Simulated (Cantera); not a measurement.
Feed: 1 mol Al(CH3)3, 6.4 mol N2, held at 0.100 bar.

Cantera equilibrium calculation (NASA polynomials, part measured and part estimated; ideal gas, pure solids and liquids). Candidate condensed phases: Al, AlN, C, C6H6, C7H8, C8H18; 97 gas species. The feed counts by its element totals alone. Equilibrium is a limit: real reactors are often held back by kinetics, nucleation or transport.

Over these rows the condensed part is AlN(s) + C(graphite). Partial pressures as log10 of bar:

| T (K) | 1000/T (1/K) | log p HCN | log p N2 | log p H2 |
|---|---|---|---|---|
| 848 | 1.1792 | -7.85 | -1.24 | -1.38 |
| 948 | 1.0549 | -6.97 | -1.24 | -1.37 |
| 1048 | 0.9542 | ? | -1.25 | -1.37 |
| 1148 | 0.8711 | -5.69 | -1.25 | -1.36 |
| 1248 | 0.8013 | -5.21 | -1.25 | -1.36 |
| 1348 | 0.7418 | -4.80 | -1.25 | -1.36 |

**Question.** Fit log p(HCN) = a + b·(1000/T) to the five rows, give the apparent enthalpy, and predict the row at 1048 K.

**Answer.** Means: 1000/T = 0.9297, log p = -6.104. Sxy = -0.928122, Sxx = 0.1331522, so b = -6.97 and a = -6.104 − (-6.97)×0.9297 = 0.38.
Apparent enthalpy: −19.145 × (-6.97) = 133 kJ/mol. With the condensed phases at unit activity, C(graphite) + 1/2 N2(g) + 1/2 H2(g) = HCN(g) links this pressure to the main gases: over the six rows their terms move log p by +0.00 in all, so the slope is close to that reaction's ΔH°. The five rows lie within 0.01 of the line.
Prediction at 1048 K: 0.38 + (-6.97)×0.9542 = -6.27. The computed value is -6.27, 0.00 from the line.
